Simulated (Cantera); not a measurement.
An isothermal, constant-pressure homogeneous reactor starts with 0.315 % CO, 0.108 % O2, 1.18 % H2O, 98.4 % N2, equivalence ratio 1.5, at 1275 K and 0.480 bar.

Model: GRI-Mech 3.0 (53 species, 325 reactions), integrated in Cantera.

One state of this run: x CO = 0.00135; x O2 = 0.000551; x H2O = 0.0109; x HO2 = 1.01e-7; x H = 0.000423; x O = 6.06e-5; x N2O = 2.28e-8. x: mole fraction; the columns are a selection and need not sum to one.

Which value of t (s) does it belong to?
A) 25.1
B) 0.00159
C) 6.32
D) 0.0252

D, 0.0252
